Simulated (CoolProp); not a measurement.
Model: reference Helmholtz-energy equation of state, Schmidt 1985, in CoolProp.

### Question
For oxygen, give the phase and the Z, cv (kJ/(kg K)), Joule-Thomson coefficient (K/MPa), expansivity (1/kK) at 140.6 K and 6730 kPa.

### Answer
- 140.6 K and 6730 kPa: liquid; Z 0.214, cv 0.819, Joule-Thomson coefficient 0.210, expansivity 9.89
